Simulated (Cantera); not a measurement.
A closed system holds: 1 mol SiF4, 0.62 mol NH3, 95 mol N2, equilibrated at 100 Torr.

Cantera equilibrium calculation (NASA polynomials, part measured and part estimated; ideal gas, pure solids and liquids). Candidate condensed phases: Si, Si3N4; 37 gas species. The numbers say what is thermodynamically allowed, not how fast it happens.

Problem. Which condensed phases are stable at each of these points (T (°C)): 602, 652, 702, 752, 802, 852, 902, 952, 1002, 1052, 1102, 1152, 1202, 1252?

Solution. 
```
T (°C)  condensed phases  Si condensed (%)
------  ----------------  ----------------
602             Si3N4(s)               0.0
652             Si3N4(s)               0.1
702             Si3N4(s)               0.1
752             Si3N4(s)               0.1
802             Si3N4(s)               0.2
852             Si3N4(s)               0.2
902             Si3N4(s)               0.3
952             Si3N4(s)               0.4
1002            Si3N4(s)               0.4
1052            Si3N4(s)               0.3
1102            Si3N4(s)               0.1
1152            gas only               0.0
1202            gas only               0.0
1252            gas only               0.0
```

From 602 °C to 1102 °C the condensed part is Si3N4(s). From 1152 °C to 1252 °C nothing is condensed.
